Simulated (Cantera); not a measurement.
Charge: 1 mol C2F6, a varied amount of H2, held at 1423.15 K and 133 Pa.

These are equilibrium values from Cantera (NASA tables, ideal gas, pure condensed phases), not measurements of a reactor. Candidate condensed phases: C, C6H6, C7H8, C8H18; 95 gas species. The feed counts by its element totals alone. Gases not in the tables: C2F6 and larger saturated fluorocarbons. Rates play no part.

Q: What share of the C ends up in condensed phases as a function of n(H2) (mol), at 0.58, 0.68, 0.79, 0.92, 1.1, 1.2, 1.5, 1.7, 2, 2.3, 2.7, 3.1, 3.6?

A: 
```
n(H2) (mol)  C condensed (%)           as
-----------  ---------------  -----------
0.58                    39.5  C(graphite)
0.68                    42.0  C(graphite)
0.79                    44.7  C(graphite)
0.92                    48.0  C(graphite)
1.1                     52.5  C(graphite)
1.2                     55.0  C(graphite)
1.5                     62.5  C(graphite)
1.7                     67.5  C(graphite)
2                       75.0  C(graphite)
2.3                     82.5  C(graphite)
2.7                     92.5  C(graphite)
3.1                    100.0  C(graphite)
3.6                    100.0  C(graphite)
```
